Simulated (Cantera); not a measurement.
Charge: 1 mol Si, 5.1 mol HCl, a varied amount of NF3, equilibrated at 502 °C and 31.0 mbar.

Equilibrium computed with Cantera from the NASA thermochemical tables; the gas is ideal and each condensed phase is pure. Candidate condensed phases: NH4Cl, Si, Si3N4; 49 gas species. Equilibrium is a limit: real reactors are often held back by kinetics, nucleation or transport.

x: gas mole fraction; nothing condenses.

```
n(NF3) (mol)       x HCl        x HF       x ClF       x Cl2        x N2      x SiF4    x H2  x SiCl4
------------  ----------  ----------  ----------  ----------  ----------  ----------  ------  -------
0.81               0.617     8.72e-5      <1e-12      <1e-12      0.0708       0.106   0.137   0.0686
1.5                0.648      0.0704    1.65e-11      0.0352       0.106       0.141  <1e-12   <1e-12
2.1           (withheld)  (withheld)  (withheld)  (withheld)  (withheld)  (withheld)  <1e-12   <1e-12
2.8               0.0722       0.454     6.14e-9       0.227       0.144       0.103  <1e-12   <1e-12
3.4           (withheld)       0.468  (withheld)  (withheld)       0.156  (withheld)  <1e-12   <1e-12
4.1             5.30e-10       0.415       0.260      0.0772       0.167      0.0813  <1e-12   <1e-12
4.7             1.64e-11       0.378       0.370     0.00373       0.174      0.0741  <1e-12   <1e-12
```

**Question.** Complete the blanks.

**Answer.** 
- 3.4, x HCl: 3.66e-9
- 3.4, x ClF: 0.101
- 3.4, x Cl2: 0.183
- 3.4, x SiF4: 0.0917
- 2.1, x HCl: 0.337
- 2.1, x HF: 0.277
- 2.1, x ClF: 4.90e-10
- 2.1, x Cl2: 0.139
- 2.1, x N2: 0.127
- 2.1, x SiF4: 0.120
